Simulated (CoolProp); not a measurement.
A single-stage vapour-compression cycle with cyclohexane: evaporating at 304.15 K (dew point), condensing at 327.15 K (bubble point), superheat 10 K, subcooling 5 K, compressor efficiency 0.85, no pressure losses. Each further row changes one setting.

Computed with CoolProp (reference Helmholtz-energy equation of state, Zhou 2014).

| case | cooling COP | pressure ratio | discharge temperature (K) | refrigerating effect (kJ/kg) | volumetric capacity (kJ/m³) |
|---|---|---|---|---|---|
| as stated | 10.9 | 2.48 | 338.8 | 367 | 202 |
| evaporating temperature 309.15 K | 14.3 | 2.01 | 338.1 | 374 | 251 |
| condensing temperature 322.15 K | 14.1 | 2.06 | 333.8 | 377 | 208 |
| subcooling 10 K | 11.2 | 2.48 | 338.8 | 377 | 208 |
| superheat 20 K | 10.9 | 2.48 | 348.6 | 381 | 203 |
| compressor efficiency 0.75 | 9.59 | 2.48 | 341.8 | 367 | 202 |
